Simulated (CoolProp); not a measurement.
Model: reference Helmholtz-energy equation of state, Lemmon 2022, in CoolProp.

Problem. For R1234yf, give the phase and the cp (kJ/(kg K)), fugacity coefficient at -37.65 °C and 53.8 bar.

Solution. 
- -37.65 °C and 53.8 bar: liquid; cp 1.19, fugacity coefficient 0.0159
